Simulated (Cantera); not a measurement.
Charge: 1 mol SiH4, 4.1 mol HCl, 21 mol N2, at 1075 °C and 100000 Pa.

Method: chemical equilibrium by Gibbs-energy minimisation in Cantera with the NASA 1993 tables (ideal gas, pure condensed phases). Candidate condensed phases: NH4Cl, Si, Si3N4; 28 gas species. N2 is the only nitrogen source here; it is nearly inert below about 1500 K, so the nitride shown seldom forms there in practice. The tables' values for SiCl3 are old estimates; treat these amounts as uncertain. Rates play no part.

Base state: N2 0.774, HCl 0.132, H2 0.0871, SiCl4 0.00530, SiCl3 0.000317, SiHCl3 0.000198, SiCl2 9.51e-5 (mole fractions); condensed: Si3N4(s).

**Question.** What changes in the equilibrium state with this change: pressure from 100000 Pa to 420 Pa?

**Answer.** 
| species | before | after |
|---|---|---|
| N2 | 0.774 | 0.771 |
| HCl | 0.132 | 0.139 |
| H2 | 0.0871 | 0.0834 |
| SiCl4 | 0.00530 | 0.00113 |
| SiCl2 | 9.51e-5 | 0.00420 |
| Cl | 8.67e-7 | 1.43e-5 |
| H | 6.85e-7 | 1.03e-5 |
| SiHCl3 | 0.000198 | 3.85e-5 |
| Si3N4(s), mol | 0.281 | 0.277 |
